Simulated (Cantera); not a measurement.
A closed system holds: 1 mol Pb, 0.13 mol H2, 0.29 mol N2, held at 1227 °C and 6100 Pa.

Cantera equilibrium calculation (NASA polynomials, part measured and part estimated; ideal gas, pure solids and liquids). Candidate condensed phases: Pb; 11 gas species. Equilibrium is a limit: real reactors are often held back by kinetics, nucleation or transport.

### Question
What is the equilibrium state?

### Answer
| Quantity | Value |
|---|---|
| x(N2) | 0.412 |
| x(Pb) | 0.403 |
| x(H2) | 0.185 |
| x(Pb2) | 0.000169 |
| x(H) | 3.06e-5 |
| n(Pb(l)) | 0.717 mol |
| gas amount | 0.7032 mol |
